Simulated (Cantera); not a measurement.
A closed system holds: 1 mol SiO2, 52 mol H2, 3.4 mol N2, equilibrated at 85.0 mbar.

These are equilibrium values from Cantera (NASA tables, ideal gas, pure condensed phases), not measurements of a reactor. Candidate condensed phases: H2O, Si, SiO2, Si2N2O, Si3N4; 35 gas species. N2 is the only nitrogen source here; it is nearly inert below about 1500 K, so the nitride shown seldom forms there in practice. Mutual solubility and eutectic melting of coexisting phases are not modelled. The tables hold silica as quartz up to 1696 K and as liquid above; real silica turns to tridymite and cristobalite and melts near 1996 K. Rates play no part.

Question: What share of the Si ends up in condensed phases as a function of T (K), at 1425, 1525, 1625, 1725, 1825, 1925, 2025, 2125?

Answer: 
| T (K) | Si condensed (%) | as |
|---|---|---|
| 1425 | 99.9 | SiO2(β-quartz) + Si2N2O(s) |
| 1525 | 98.9 | SiO2(β-quartz) |
| 1625 | 96.0 | SiO2(β-quartz) |
| 1725 | 87.3 | SiO2(condensed) |
| 1825 | 65.3 | SiO2(condensed) |
| 1925 | 15.1 | SiO2(condensed) |
| 2025 | 0.0 | - |
| 2125 | 0.0 | - |
